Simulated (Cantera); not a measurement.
## Equilibrium for metals in furnace atmospheres: Ni + NH3 + N2

Feed: 1 mol Ni, 9.5 mol NH3, 55 mol N2, held at 0.00133 bar.

Method: chemical equilibrium by Gibbs-energy minimisation in Cantera with the NASA 1993 tables (ideal gas, pure condensed phases). Candidate condensed phases: Ni; 10 gas species. Equilibrium is a limit: real reactors are often held back by kinetics, nucleation or transport.

From 750 K to 1650 K the condensed part is Ni(s). At 1800 K the condensed part is Ni(l). At 1950 K nothing is condensed.

```tsv
T (K)	x N2	x H2	x H	x Ni	n Ni(s)	n Ni(l)
750	0.807	0.193	3.80e-12	<1e-12	1.00	0
900	0.807	0.193	1.40e-9	<1e-12	1.00	0
1050	0.807	0.193	9.75e-8	1.86e-11	1.00	0
1200	0.807	0.193	2.37e-6	8.10e-9	1.000	0
1350	0.807	0.193	2.86e-5	9.02e-7	1.000	0
1500	0.807	0.192	0.000211	3.86e-5	0.997	0
1650	0.806	0.192	0.00109	0.000823	0.939	0
1800	0.798	0.188	0.00425	0.00992	0	0.257
1950	0.791	0.182	0.0134	0.0132	0	0
```
x: gas mole fraction; n: condensed amount in mol.
